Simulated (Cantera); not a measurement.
Cantera run:

```python
import numpy as np
import cantera as ct

gas_names = [...]  # 118 gases of nasa_gas.yaml made of C, Cl, F, H
cond_names = """
    C(gr) C6H6(L) C7H8(L) C8H18(L),n-octa
""".split()


# ... load() reads the species with a 1 bar reference pressure and builds the phases ...
atoms = {
    'CH3Cl': {'C': 1, 'H': 3, 'CL': 1},
    'F2': {'F': 2},
    'H2': {'H': 2},
}
top_T = {'C(gr)': 4500}  # K; cautious upper limits of use, not melting points


# ... equilibrate(T, P, feed) seeds the gas with the atoms and calls Mixture.equilibrate('TP', solver="vcs", rtol=1e-11, max_steps=5000) ...
results = []
feed = {'CH3Cl': 1, 'F2': 0.024, 'H2': 1.6}  # mol
P = 13000  # Pa
for T in [700, 850, 1000, 1150, 1300, 1450, 1600, 1750, 1900, 2050, 2200, 2350, 2500]:
    mix = equilibrate(T, P, feed)
    results.append((T, P, feed, dict(zip(mix.species_names, mix.species_moles))))
    x = sorted(zip(gas.X, gas.species_names), reverse=True)
    print(f"T = {T:g} K  P = {P:g} Pa  gas = {mix.phase_moles(0):.4g} mol")
    print("   x: " + "  ".join(f"{s} {v:.3e}" for v, s in x if v > 0.001))
    print("   condensed (mol): " + ("  ".join(f"{mix.phase(i).name} {mix.phase_moles(i):.4g}"
          for i in range(1, mix.n_phases) if mix.phase_moles(i) > 1e-12) or "none"))
```

Output:

```
T = 700 K  P = 13000 Pa  gas = 2.99 mol
   x: H2 4.377e-01  HCL 3.344e-01  CH4 2.118e-01  HF 1.605e-02
   condensed (mol): C(gr) 0.3665
T = 850 K  P = 13000 Pa  gas = 3.499 mol
   x: H2 6.647e-01  HCL 2.858e-01  CH4 3.574e-02  HF 1.372e-02
   condensed (mol): C(gr) 0.8749
T = 1000 K  P = 13000 Pa  gas = 3.602 mol
   x: H2 7.029e-01  HCL 2.776e-01  HF 1.333e-02  CH4 6.133e-03
   condensed (mol): C(gr) 0.9779
T = 1150 K  P = 13000 Pa  gas = 3.618 mol
   x: H2 7.088e-01  HCL 2.764e-01  HF 1.327e-02  CH4 1.529e-03
   condensed (mol): C(gr) 0.9945
T = 1300 K  P = 13000 Pa  gas = 3.622 mol
   x: H2 7.101e-01  HCL 2.761e-01  HF 1.325e-02
   condensed (mol): C(gr) 0.9981
T = 1450 K  P = 13000 Pa  gas = 3.623 mol
   x: H2 7.105e-01  HCL 2.760e-01  HF 1.325e-02
   condensed (mol): C(gr) 0.9992
T = 1600 K  P = 13000 Pa  gas = 3.624 mol
   x: H2 7.106e-01  HCL 2.759e-01  HF 1.325e-02
   condensed (mol): C(gr) 0.9995
T = 1750 K  P = 13000 Pa  gas = 3.625 mol
   x: H2 7.102e-01  HCL 2.757e-01  HF 1.324e-02
   condensed (mol): C(gr) 0.9992
T = 1900 K  P = 13000 Pa  gas = 3.628 mol
   x: H2 7.090e-01  HCL 2.751e-01  HF 1.323e-02  H 1.853e-03
   condensed (mol): C(gr) 0.9979
T = 2050 K  P = 13000 Pa  gas = 3.636 mol
   x: H2 7.057e-01  HCL 2.735e-01  HF 1.320e-02  H 5.286e-03  CL 1.516e-03
   condensed (mol): C(gr) 0.9944
T = 2200 K  P = 13000 Pa  gas = 3.654 mol
   x: H2 6.984e-01  HCL 2.700e-01  HF 1.313e-02  H 1.305e-02  CL 3.672e-03  C2H2,acetylene 1.790e-03
   condensed (mol): C(gr) 0.9868
T = 2350 K  P = 13000 Pa  gas = 3.691 mol
   x: H2 6.837e-01  HCL 2.630e-01  H 2.860e-02  HF 1.300e-02  CL 7.884e-03  C2H2,acetylene 3.772e-03
   condensed (mol): C(gr) 0.9718
T = 2500 K  P = 13000 Pa  gas = 3.759 mol
   x: H2 6.574e-01  HCL 2.508e-01  H 5.654e-02  CL 1.524e-02  HF 1.277e-02  C2H2,acetylene 7.112e-03
   condensed (mol): C(gr) 0.9453
```

Equilibrium computed with Cantera from the NASA thermochemical tables; the gas is ideal and each condensed phase is pure.
